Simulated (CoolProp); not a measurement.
Properties of water along the isobar 4.02 bar (Tc = 647.1 K, pc = 220.6 bar, ω = 0.344).

Model: reference Helmholtz-energy equation of state, Wagner 2002, in CoolProp.

| T (K) | phase | density (kg/m³) | cv (kJ/(kg K)) |
|---|---|---|---|
| 637.7 | gas | 1.375 | 1.594 |
| 650.5 | gas | 1.347 | 1.601 |
| 663.2 | gas | 1.321 | 1.608 |
| 676 | gas | 1.295 | 1.615 |
| 688.8 | gas | 1.271 | 1.623 |
| 701.5 | gas | 1.247 | 1.631 |
| 714.3 | gas | 1.225 | 1.638 |
| 727 | gas | 1.203 | 1.646 |
| 739.8 | gas | 1.182 | 1.654 |
| 752.6 | gas | 1.161 | 1.662 |
| 765.3 | gas | 1.142 | 1.670 |
| 778.1 | gas | 1.123 | 1.679 |
| 790.9 | gas | 1.104 | 1.687 |
| 803.6 | gas | 1.087 | 1.696 |
| 816.4 | gas | 1.070 | 1.704 |
